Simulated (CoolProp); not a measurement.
Vapour-liquid equilibrium of m-xylene (1) + o-xylene (2) at 0.0234 MPa; x and y are mole fractions of (1).

Values from CoolProp's multi-fluid Helmholtz-energy mixture model, Zhou 2012 and Zhou 2012; pair parameters Bell 2016.

Give the bubble temperature and the first vapour's composition at x = 0.2, 0.8, 0.95. Is there an azeotrope?

x = 0.2: 368.6 K, y = 0.227; x = 0.8: 365.7 K, y = 0.825; x = 0.95: 365.1 K, y = 0.957. No azeotrope shows between x = 0.05 and 0.95.

The pair parameters rest on a limited set of measurements; away from them the model extrapolates.
